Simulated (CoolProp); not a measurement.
R114 along the isobar 15.2 MPa: density (kg/m³) from the reference equation and from simpler models built on Tc = 147.5 °C, pc = 3.352 MPa, ω = 0.252; each cubic takes its own stable root.

Values from CoolProp's reference Helmholtz-energy equation of state, Platzer 1990. This equation is an older, rougher fit; its heat capacities, sound speeds and derivatives of the liquid may be far off and weren't checked against measurements.

```
T (°C)          phase  reference  van der Waals  Redlich-Kwong  Soave-Redlich-Kwong
------  -------------  ---------  -------------  -------------  -------------------
136.05         liquid       1207          906.4           1169                 1175
147.45         liquid       1172          892.0           1136                 1136
158.75  supercritical       1136          877.4           1104                 1098
170.15  supercritical       1099          862.6           1071                 1058
181.45  supercritical       1061          847.7           1039                 1018
192.85  supercritical       1023          832.4           1006                976.8
204.15  supercritical      983.7          817.1          972.8                936.5
215.55  supercritical      944.3          801.5          940.0                896.2
226.85  supercritical      905.3          785.9          907.8                857.2
```
